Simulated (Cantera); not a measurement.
A freely propagating, adiabatic, planar premixed flame of H2 : O2 : N2 = 1 : 0.806 : 3.03 (molar parts), unburnt at 573 K and 0.987 atm; mixture-averaged transport, grid criteria slope 0.08 and curve 0.16, no radiation.

Computed with Cantera and the H2/O2 subset of GRI-Mech 3.0, which has no nitrogen chemistry. Burning velocities carry a grid error of a few per cent, more on coarse grids. Lean hydrogen flames are cellular in practice and burn faster than this planar one.

Problem. What does this change do: 0.084 parts H2O added?

Solution. 
| quantity | before | after |
|---|---|---|
| laminar burning velocity | 405 cm/s | 384 cm/s |
| thermal thickness | 0.421 mm | 0.412 mm |
| peak x(H2O2) | 2.33e-5 | 2.61e-5 |
| peak x(O) | 0.0118 | 0.0106 |
| peak x(H) | 0.0223 | 0.0201 |
| peak x(HO2) | 0.000312 | 0.000336 |

Problem. What does this change do: inlet temperature 573 to 350 K?

Solution. 
```json
[
 {"quantity": "laminar burning velocity", "before": "405 cm/s", "after": "122 cm/s"},
 {"quantity": "thermal thickness", "before": "0.421 mm", "after": "0.367 mm"},
 {"quantity": "peak x(H2O2)", "before": "2.33e-5", "after": "7.66e-5"},
 {"quantity": "peak x(O)", "before": "0.0118", "after": "0.00672"},
 {"quantity": "peak x(H)", "before": "0.0223", "after": "0.0107"},
 {"quantity": "peak x(HO2)", "before": "0.000312", "after": "0.000385"}
]
```
